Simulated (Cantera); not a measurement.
A closed system holds: 1 mol CH₃SiH₃, 0.005 mol C₂H₄, 49 mol H₂, equilibrated at 2.00 mbar.

Method: chemical equilibrium by Gibbs-energy minimisation in Cantera with the NASA 1993 tables (ideal gas, pure condensed phases). Candidate condensed phases: C, C₆H₆, C₇H₈, C₈H₁₈, Si, SiC; 87 gas species. The feed counts by its element totals alone. Gases not in the tables: Si₂H₆ and higher silanes. The numbers say what is thermodynamically allowed, not how fast it happens.

Q: Which condensed phases are stable at each of these points (T (°C)): 1650, 1700, 1750, 1800, 1850, 1900, 1950, 2000, 2050, 2100, 2150?

A: 
```csv
T (°C),condensed phases,Si condensed (%)
1650,SiC(s),97.6
1700,SiC(s),95.0
1750,C(graphite) + SiC(s),89.7
1800,C(graphite) + SiC(s),77.9
1850,C(graphite) + SiC(s),53.7
1900,C(graphite) + SiC(s),5.2
1950,C(graphite),0.0
2000,C(graphite),0.0
2050,C(graphite),0.0
2100,C(graphite),0.0
2150,gas only,0.0
```

From 1650 °C to 1700 °C the condensed part is SiC(s). From 1750 °C to 1900 °C the condensed part is C(graphite) + SiC(s). From 1950 °C to 2100 °C the condensed part is C(graphite). At 2150 °C nothing is condensed.
